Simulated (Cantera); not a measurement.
# Ignition delay

Mixture: CH3OH : O2 : N2 = 1 : 1.76 : 6.64 (molar parts), equivalence ratio 0.85, at 1.00 atm, adiabatic and at constant volume. Ignition delay is the time to a rise of 400 K.

Model: GRI-Mech 3.0 (53 species, 325 reactions), integrated in Cantera. GRI-Mech 3.0 was tuned for natural gas; its chemistry of methanol as a main component is partial and can be far from experiment.

```
T0 (K)  delay (ms)
------  ----------
1273          3.08
1373         0.823
1473         0.275
1573         0.110
1673        0.0505
1773        0.0258
```

```yaml
apparent activation energy between 1573 and 1773 K: 170 kJ/mol
```
